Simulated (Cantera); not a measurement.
Charge: 1 mol BF₃, 9.5 mol O₂, held at 0.180 bar.

Equilibrium computed with Cantera from the NASA thermochemical tables; the gas is ideal and each condensed phase is pure. Candidate condensed phases: B, B₂O₃; 21 gas species. Kinetics and transport are ignored. All values below are at 1648 K.

Base state: O₂ 0.905, BF₃ 0.0951, F 0.000176, BOF 8.24e-5, O 5.68e-5, BOF₂ 1.13e-5 (mole fractions); condensed: gas only.

Question: What changes in the equilibrium state with this change: 0.3 mol NH₃ added?

Answer: 
```tsv
species	before	after
O₂	0.905	0.820
HF	0	0.0766
BF₃	0.0951	0.0502
N₂	0	0.0130
BOF	8.24e-5	0.0378
H₂O	0	0.00134
NO	0	0.000599
HBO₂	0	0.000241
OH	0	6.32e-5
BO₂	1.05e-9	1.39e-5
```
Gases not in the tables: H₃BO₃. Further candidate phases: BN, B₃O₃H₃, H₂O.
